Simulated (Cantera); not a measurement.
Input: 1 mol SiCl4, 0.17 mol NO, 3.1 mol N2, held at 1000 °C and 97.5 Torr.

Cantera equilibrium calculation (NASA polynomials, part measured and part estimated; ideal gas, pure solids and liquids). Candidate condensed phases: Si, SiO2, Si2N2O, Si3N4; 23 gas species. The tables hold silica as quartz up to 1696 K and as liquid above; real silica turns to tridymite and cristobalite and melts near 1996 K. Rates play no part.

Base state: N2 0.744, SiCl4 0.214, Cl2 0.0371, Cl 0.00519 (mole fractions); condensed: SiO2(β-quartz).

Question: What changes in the equilibrium state with this change: pressure from 97.5 Torr to 0.750 Torr?

Answer: 
```csv
species,before,after
N2,0.744,0.730
SiCl4,0.214,0.210
Cl,0.00519,0.0415
Cl2,0.0371,0.0183
SiCl3,2.09e-6,3.33e-5
"SiO2(β-quartz), mol",0.0850,0.0850
```
The tables' values for SiCl3 are old estimates; treat these amounts as uncertain.
